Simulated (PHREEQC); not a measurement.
Consider water at 60 °C with 0.0074 mol NH4HF2 per kg of water. Closed to the air; pH follows from the charge balance.

Equilibrium calculation in PHREEQC: ion-association model, wateq4f.dat.

Each row changes one thing in this solution. This is a speciation only: nothing precipitates in the calculation.

```
case                                                 pH  ionic strength (mol/kgw)  NH3 (mol/kgw)
-------------------------------------------------  ----  ------------------------  -------------
as made                                            3.47                   0.00777        1.02e-7
NH4HF2 replaced by (NH4)2CO3 at the same molality  8.32                   0.00765        0.00730
diluted 5-fold with water                          3.60                   0.00174        2.91e-8
NH4HF2 from 0.0074 to 0.0037 mol/kgw               3.52                   0.00403        5.80e-8
temperature from 60 to 70 °C                       3.55                   0.00771        2.11e-7
temperature from 60 to 65 °C                       3.51                   0.00774        1.47e-7
NH4HF2 from 0.0074 to 0.00074 mol/kgw              3.70                  0.000946        1.85e-8
NH4HF2 replaced by NH4HSO4 at the same molality    2.39                    0.0162        7.83e-9
```

Constants without temperature data keep their 25 °C values here.
